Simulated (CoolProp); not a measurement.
Vapour-liquid equilibrium of o-xylene (1) + n-nonane (2) at 0.473 MPa; x and y are mole fractions of (1).

Computed with CoolProp (multi-fluid Helmholtz-energy mixture model, Zhou 2012 and Lemmon 2006; pair parameters Bell 2016).

```
x     bubble temperature (°C)  y at the bubble point  dew temperature at overall composition x (°C)  liquid density (mol/L)
----  -----------------------  ---------------------  ---------------------------------------------  ----------------------
0.05                    219.6                  0.060                                          219.7                   4.275
0.2                     217.8                  0.229                                          218.1                   4.547
0.35                    216.2                  0.384                                          216.5                   4.845
0.5                     215.0                  0.528                                          215.2                   5.173
0.65                    214.1                  0.666                                          214.2                   5.536
0.8                     213.7                  0.804                                          213.7                   5.940
0.95                    213.7                  0.949                                          213.7                   6.392
```

y crosses x between x = 0.8 and 0.95: the model has an azeotrope there.

Pair parameters are fitted to limited data, so mixtures are less certain than the pure fluids.
